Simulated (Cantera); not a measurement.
A Cantera script and its output.

```python
import numpy as np
import cantera as ct

gas = ct.Solution("gri30.yaml")


def delay(T, t_max=10):
    gas.TPX = T, 32000, {'CO': 1, 'H2': 0.3, 'O2': 0.382, 'N2': 1.44}
    reactor = ct.IdealGasConstPressureReactor(gas, clone=False)
    net = ct.ReactorNet([reactor])
    net.rtol, net.atol = 1e-8, 1e-16
    while net.time < t_max:
        t_old, T_old = net.time, reactor.T
        net.step()
        if reactor.T > T + 400:  # ignition: a rise of 400 K
            return t_old + (T + 400 - T_old) / (reactor.T - T_old) * (net.time - t_old)
    return np.nan


taus = []
for T in [1275, 1325, 1375, 1425, 1475, 1525]:
    taus.append(delay(T))
    print(f"T0 = {T:6g} K   tau = {taus[-1]:.4e} s")
```

Result:

```
T0 =   1275 K   tau = 2.2148e-04 s
T0 =   1325 K   tau = 2.0556e-04 s
T0 =   1375 K   tau = 1.9827e-04 s
T0 =   1425 K   tau = 1.9772e-04 s
T0 =   1475 K   tau = 2.0216e-04 s
T0 =   1525 K   tau = 2.1027e-04 s
```

Model: GRI-Mech 3.0 (53 species, 325 reactions), integrated in Cantera. Where the delays flatten at high temperature, the 400 K rule measures the pace of heat release, not the induction time.
